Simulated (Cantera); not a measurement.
Input: 1 mol SiH4, 0.44 mol H2O, a varied amount of H2, held at 1273.15 K and 16.0 Pa.

Cantera equilibrium calculation (NASA polynomials, part measured and part estimated; ideal gas, pure solids and liquids). Candidate condensed phases: H2O, Si, SiO2; 18 gas species. Rates play no part.

Problem. At 27 mol H2, list the 3 most abundant gas species with their mole fractions, and the condensed phases.

Solution. H2 0.985, SiO 0.0147, H 5.61e-5. Condensed: Si(s).
